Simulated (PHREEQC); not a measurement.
Make-up at 25 °C: 9 mmol/kgw HF, 0.042 mmol/kgw Na2B4O7 and 4.9 mmol/kgw LiCl. Closed to the air; pH follows from the charge balance.

The numbers come from PHREEQC with the ion-association model, wateq4f.dat.

```yaml
pH: 2.69
ionic_strength: 0.00722 mol/kgw
total_alkalinity: -8.92 meq/kg
```

```csv
species,molality,activity,log γ
HF,0.00597,0.00598,0.001
Cl-,0.00490,0.00447,-0.039
Li+,0.00490,0.00450,-0.037
H+,0.00224,0.00207,-0.035
F-,0.00211,0.00193,-0.039
BF4-,0.000151,0.000137,-0.041
H2F2,9.30e-5,9.32e-5,0.001
Na+,8.39e-5,7.68e-5,-0.038
HF2-,4.85e-5,4.42e-5,-0.039
BF3OH-,9.28e-6,8.45e-6,-0.041
H3BO3,5.88e-6,5.89e-6,0.001
BF2(OH)2-,2.12e-6,1.93e-6,-0.041
NaF,8.51e-8,8.52e-8,0.001
```

No solid was allowed to form. Real BF4- forms and hydrolyses slowly; the run takes it at equilibrium.
